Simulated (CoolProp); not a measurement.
Carbon dioxide along the isotherm -51.55 °C: Z from the reference equation and from simpler models built on Tc = 31.0 °C, pc = 7.377 MPa, ω = 0.224; each cubic takes its own stable root.

Model: reference Helmholtz-energy equation of state, Span 1996, in CoolProp.

| p (MPa) | phase | reference |
|---|---|---|
| 2.05 | liquid | 0.04209 |
| 4.1 | liquid | 0.08385 |
| 6.15 | liquid | 0.1253 |
| 8.2 | liquid | 0.1665 |
| 10.2 | liquid | 0.2064 |
| 12.3 | liquid | 0.2480 |
| 14.3 | liquid | 0.2874 |
| 16.4 | liquid | 0.3285 |
| 18.4 | liquid | 0.3675 |

Problem. How far does each simpler model (van der Waals, Redlich-Kwong, Soave-Redlich-Kwong, Peng-Robinson) lie from the reference over these 9 states: mean and median of the absolute difference, and the worst?

Solution. 
- van der Waals: mean 57.8 %, median 57.4 %, worst +62.6 % at -51.55 °C and 2.05 MPa
- Redlich-Kwong: mean 11.1 %, median 10.9 %, worst +12.5 % at -51.55 °C and 2.05 MPa
- Soave-Redlich-Kwong: mean 7.8 %, median 7.8 %, worst +8.5 % at -51.55 °C and 2.05 MPa
- Peng-Robinson: mean 4.6 %, median 4.6 %, worst -4.9 % at -51.55 °C and 18.4 MPa
